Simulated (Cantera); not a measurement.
Mixture: 11.0 % CH4, 17.0 % O2, 63.8 % N2, 8.17 % CO2, at 1.40 bar, adiabatic and at constant volume. Ignition delay is the time to a rise of 400 K.

Model: GRI-Mech 3.0 (53 species, 325 reactions), integrated in Cantera.

Predict: delay at 1275 K; delay at 1425 K; delay at 1575 K; delay at 1725 K; delay at 1875 K; apparent activation energy between 1725 and 1875 K.


- delay at 1275 K: 15.6 ms
- delay at 1425 K: 2.49 ms
- delay at 1575 K: 0.519 ms
- delay at 1725 K: 0.147 ms
- delay at 1875 K: 54.8 µs
- apparent activation energy between 1725 and 1875 K: 180 kJ/mol
